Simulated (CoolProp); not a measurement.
Vapour-liquid equilibrium of carbon dioxide (1) + neopentane (2) at 279 K; x and y are mole fractions of (1).

Values from CoolProp's multi-fluid Helmholtz-energy mixture model, Span 1996 and Lemmon 2006; pair parameters Bell 2016.

Q: Give the bubble pressure and the first vapour's composition at x = 0.05, 0.65, 0.95. Is there an azeotrope?

A: x = 0.05: 329.9 kPa, y = 0.727; x = 0.65: 2643 kPa, y = 0.966; x = 0.95: 3775 kPa, y = 0.992. No azeotrope shows between x = 0.05 and 0.95.

Pair parameters are fitted to limited data, so mixtures are less certain than the pure fluids. The gap from Raoult's law changes sign with composition, which may be real or a fault of the pair parameters; it wasn't checked against measurements.
